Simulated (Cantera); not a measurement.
What does this Cantera script print?

```python
import numpy as np
import cantera as ct

gas = ct.Solution("gri30.yaml")
gas.TPX = 375, 490000, {'CH4': 1, 'H2': 1, 'O2': 3.97, 'N2': 14.9, 'H2O': 0.5}
inlet = ct.Reservoir(gas, clone=True)
gas.equilibrate("HP")  # start burning
reactor = ct.IdealGasConstPressureReactor(gas, energy="on", clone=False)
exhaust = ct.Reservoir(gas, clone=True)
tau = [0.33, 0.16, 0.076, 0.036, 0.017, 0.0083, 0.004, 0.0019, 0.0009, 0.00043, 0.00021, 9.9e-05][0]
for a, b in ((inlet, reactor), (reactor, exhaust)):
    ct.MassFlowController(a, b, mdot=lambda t: reactor.mass / tau)
net = ct.ReactorNet([reactor])
show = ['CH4', 'H2', 'O2', 'HO2', 'OH']

rows = []
print(f"{'tau/s':>10s}{'T/K':>9s}" + "".join(f"{s:>11s}" for s in show))
for tau in [0.33, 0.16, 0.076, 0.036, 0.017, 0.0083, 0.004, 0.0019, 0.0009, 0.00043, 0.00021, 9.9e-05]:
    net.initial_time = 0.0
    net.advance(30 * tau)
    before = gas.X
    net.advance(40 * tau)
    drift = np.max(np.abs(gas.X - before) / (gas.X + 1e-9))
    rows.append([gas.T, *gas[show].X, drift])
    print(f"{tau:10.3e}{gas.T:9.1f}" + "".join(f"{x:11.3e}" for x in gas[show].X))
```

It prints:

```
     tau/s      T/K        CH4         H2         O2        HO2         OH
 3.300e-01   1783.1  1.840e-06  2.039e-05  7.032e-02  1.076e-06  4.606e-04
 1.600e-01   1782.7  3.412e-06  2.696e-05  7.033e-02  1.246e-06  5.004e-04
 7.600e-02   1781.9  6.131e-06  3.906e-05  7.035e-02  1.580e-06  5.668e-04
 3.600e-02   1780.7  1.057e-05  6.008e-05  7.037e-02  2.198e-06  6.657e-04
 1.700e-02   1778.7  1.776e-05  9.571e-05  7.041e-02  3.299e-06  8.020e-04
 8.300e-03   1775.8  2.877e-05  1.518e-04  7.049e-02  5.081e-06  9.699e-04
 4.000e-03   1771.2  4.685e-05  2.447e-04  7.065e-02  8.077e-06  1.181e-03
 1.900e-03   1763.9  7.741e-05  4.000e-04  7.094e-02  1.310e-05  1.437e-03
 9.000e-04   1752.0  1.301e-04  6.566e-04  7.149e-02  2.137e-05  1.722e-03
 4.300e-04   1732.9  2.246e-04  1.076e-03  7.249e-02  3.484e-05  1.995e-03
 2.100e-04   1701.5  4.098e-04  1.771e-03  7.437e-02  5.696e-05  2.156e-03
 9.900e-05   1628.2  1.056e-03  3.499e-03  7.963e-02  1.097e-04  1.771e-03
```

Cantera simulation using GRI-Mech 3.0 (53 species, 325 reactions); the numbers are that mechanism's predictions, not measurements.
